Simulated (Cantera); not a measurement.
An isothermal, constant-pressure homogeneous reactor starts with CH₃OH : O₂ : N₂ = 0.003 : 0.0034 : 1 (molar parts), at 1225 K and 10.0 bar.

Computed with Cantera and GRI-Mech 3.0 (53 species, 325 reactions). GRI-Mech 3.0 was tuned for natural gas; its chemistry of methanol as a main component is partial and can be far from experiment.

x: mole fraction; the columns are a selection and need not sum to one.

```csv
t (s),x CH₃OH,x O₂,x CH₄,x C₂H₆,x O,x CH₃,x H
5.00e-6,0.00298,0.00338,4.89e-11,<1e-12,6.51e-11,2.29e-9,6.67e-10
1.95e-5,0.00298,0.00338,7.11e-10,<1e-12,6.65e-11,8.39e-9,6.97e-10
7.58e-5,0.00298,0.00338,9.21e-9,1.59e-11,7.05e-11,2.57e-8,7.99e-10
0.000295,0.00298,0.00338,…,2.83e-10,8.55e-11,…,…
0.00115,0.00297,0.00337,3.38e-7,1.13e-9,1.82e-10,2.68e-8,3.94e-9
0.00447,0.000404,0.00225,7.26e-7,4.71e-10,1.18e-7,9.66e-9,1.88e-6
0.0174,9.78e-11,1.71e-6,5.96e-8,<1e-12,3.61e-9,7.97e-10,3.21e-6
0.0678,4.22e-11,1.28e-7,5.52e-8,<1e-12,4.23e-11,3.82e-10,4.72e-7
0.264,1.23e-11,2.19e-8,5.44e-8,<1e-12,1.80e-12,1.18e-10,1.02e-7
1.03,3.21e-12,…,5.43e-8,<1e-12,<1e-12,3.23e-11,…
4.00,<1e-12,8.44e-10,5.42e-8,<1e-12,<1e-12,9.01e-12,7.61e-9
```

**Question.** Fill in the missing entries.

**Answer.** 
- 0.000295, x CH₄: 8.12e-8
- 0.000295, x CH₃: 4.33e-8
- 0.000295, x H: 1.21e-9
- 1.03, x O₂: 4.39e-9
- 1.03, x H: 2.66e-8
